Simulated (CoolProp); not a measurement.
The numbers come from the reference Helmholtz-energy equation of state, Tillner-Roth 1997 in CoolProp.

Task: For CH2F2 (R32), give the phase and the cp (kJ/(kg K)), speed of sound (m/s), isothermal compressibility (1/MPa), conductivity (mW/(m K)) at 28.55 °C and 3150 kPa; 83.95 °C and 3150 kPa.

Result: 
- 28.55 °C and 3150 kPa: liquid; cp 1.93, speed of sound 552, isothermal compressibility 0.00692, conductivity 133
- 83.95 °C and 3150 kPa: gas; cp 1.41, speed of sound 226, isothermal compressibility 0.425, conductivity 24.0

Thermal conductivity comes from a separate model (Huber 2003), an estimate that may be off by 10 % or more.
